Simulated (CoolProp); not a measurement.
Properties of CHF3 (R23) along the isotherm 201.85 °C.

Computed with CoolProp (reference Helmholtz-energy equation of state, Penoncello 2003).

```json
[
 {"p (MPa)": "0.453", "phase": "gas", "cv (kJ/(kg K))": "0.8451", "speed of sound (m/s)": "252.9", "viscosity (µPa s)": "22.6"},
 {"p (MPa)": "0.906", "phase": "gas", "cv (kJ/(kg K))": "0.8469", "speed of sound (m/s)": "252.1", "viscosity (µPa s)": "22.6"},
 {"p (MPa)": "1.36", "phase": "gas", "cv (kJ/(kg K))": "___", "speed of sound (m/s)": "251.4", "viscosity (µPa s)": "22.7"},
 {"p (MPa)": "1.81", "phase": "gas", "cv (kJ/(kg K))": "0.8505", "speed of sound (m/s)": "250.7", "viscosity (µPa s)": "22.7"},
 {"p (MPa)": "2.26", "phase": "gas", "cv (kJ/(kg K))": "0.8523", "speed of sound (m/s)": "250.0", "viscosity (µPa s)": "22.8"},
 {"p (MPa)": "2.72", "phase": "gas", "cv (kJ/(kg K))": "0.8541", "speed of sound (m/s)": "249.4", "viscosity (µPa s)": "22.9"},
 {"p (MPa)": "3.17", "phase": "gas", "cv (kJ/(kg K))": "0.8559", "speed of sound (m/s)": "248.8", "viscosity (µPa s)": "23.0"},
 {"p (MPa)": "3.62", "phase": "gas", "cv (kJ/(kg K))": "0.8577", "speed of sound (m/s)": "248.2", "viscosity (µPa s)": "23.1"},
 {"p (MPa)": "4.08", "phase": "gas", "cv (kJ/(kg K))": "0.8595", "speed of sound (m/s)": "247.7", "viscosity (µPa s)": "23.2"},
 {"p (MPa)": "4.53", "phase": "gas", "cv (kJ/(kg K))": "0.8612", "speed of sound (m/s)": "247.2", "viscosity (µPa s)": "23.3"},
 {"p (MPa)": "4.98", "phase": "supercritical", "cv (kJ/(kg K))": "0.8629", "speed of sound (m/s)": "246.8", "viscosity (µPa s)": "23.5"},
 {"p (MPa)": "5.44", "phase": "supercritical", "cv (kJ/(kg K))": "0.8647", "speed of sound (m/s)": "246.4", "viscosity (µPa s)": "23.6"},
 {"p (MPa)": "5.89", "phase": "supercritical", "cv (kJ/(kg K))": "___", "speed of sound (m/s)": "246.1", "viscosity (µPa s)": "23.8"},
 {"p (MPa)": "6.34", "phase": "supercritical", "cv (kJ/(kg K))": "0.8680", "speed of sound (m/s)": "245.8", "viscosity (µPa s)": "24.0"},
 {"p (MPa)": "6.79", "phase": "supercritical", "cv (kJ/(kg K))": "0.8697", "speed of sound (m/s)": "245.6", "viscosity (µPa s)": "24.2"},
 {"p (MPa)": "7.25", "phase": "supercritical", "cv (kJ/(kg K))": "0.8713", "speed of sound (m/s)": "245.4", "viscosity (µPa s)": "___"}
]
```

### Question
Some entries are withheld; supply them.

### Answer

- 1.36, cv (kJ/(kg K)): 0.8487
- 5.89, cv (kJ/(kg K)): 0.8663
- 7.25, viscosity (µPa s): 24.4

Viscosity comes from a separate model (Shan 2000).
